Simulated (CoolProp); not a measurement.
Vapour-liquid equilibrium of R22 (1) + R11 (2) at 737 kPa; x and y are mole fractions of (1).

Values from CoolProp's multi-fluid Helmholtz-energy mixture model, Kamei 1995 and Jacobsen 1992; pair parameters Bell 2016.

**Question.** Give the bubble temperature and the first vapour's composition at x = 0.275, 0.425, 0.575. Is there an azeotrope?

**Answer.** x = 0.275: 320.8 K, y = 0.740; x = 0.425: 309.3 K, y = 0.842; x = 0.575: 301.4 K, y = 0.901. No azeotrope shows between x = 0.05 and 0.95.

The pair parameters rest on a limited set of measurements; away from them the model extrapolates.
